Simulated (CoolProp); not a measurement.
Vapour-liquid equilibrium of R134a (1) + R227EA (2) at -20.25 °C; x and y are mole fractions of (1).

The numbers come from the multi-fluid Helmholtz-energy mixture model, Tillner-Roth 1994 and Lemmon 2016; pair parameters Bell 2016 in CoolProp.

**Question.** Give the bubble pressure and the first vapour's composition at x = 0.05, 0.35, 0.95. Is there an azeotrope?

**Answer.** x = 0.05: 0.08865 MPa, y = 0.084; x = 0.35: 0.1061 MPa, y = 0.462; x = 0.95: 0.1299 MPa, y = 0.960. No azeotrope shows between x = 0.05 and 0.95.

Pair parameters are fitted to limited data, so mixtures are less certain than the pure fluids.
